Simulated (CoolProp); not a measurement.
Vapour-liquid equilibrium of isobutene (1) + n-octane (2) at 173 kPa; x and y are mole fractions of (1).

The numbers come from the multi-fluid Helmholtz-energy mixture model, Lemmon 2005 and Beckmüller 2019; pair parameters Bell 2016 in CoolProp.

```csv
x,"bubble temperature, mixture model (°C)","bubble temperature, Raoult's law (°C)","y, mixture model","y, Raoult's law"
0.05,117.6,110.4,0.537,0.643
0.15,78.8,73.0,0.880,0.912
0.25,57.5,53.6,0.954,0.966
0.35,44.0,41.3,0.978,0.983
0.45,34.5,32.5,0.988,0.991
0.55,27.2,25.9,0.993,0.995
0.65,21.4,20.5,0.996,0.997
0.75,16.6,16.0,0.998,0.998
0.85,12.6,12.3,0.999,0.999
0.95,9.1,9.0,1.000,1.000
```

The largest gap from Raoult's law is +7.2 K in bubble temperature, at x = 0.05. No azeotrope shows between x = 0.05 and 0.95.

The pair parameters rest on a limited set of measurements; away from them the model extrapolates.
